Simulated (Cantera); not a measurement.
Feed: 1 mol Si2H6, 9 mol NO, held at 73.0 Pa.

These are equilibrium values from Cantera (NASA tables, ideal gas, pure condensed phases), not measurements of a reactor. Candidate condensed phases: H2O, Si, SiO2, Si2N2O, Si3N4; 35 gas species. The feed counts by its element totals alone. The tables hold silica as quartz up to 1696 K and as liquid above; real silica turns to tridymite and cristobalite and melts near 1996 K. Kinetics and transport are ignored.

Problem. At 1000 °C, list the 5 most abundant gas species with their mole fractions, and the condensed phases.

Solution. N2 0.529, H2O 0.353, O2 0.118, NO 0.000203, OH 7.54e-5. Condensed: SiO2(β-quartz).
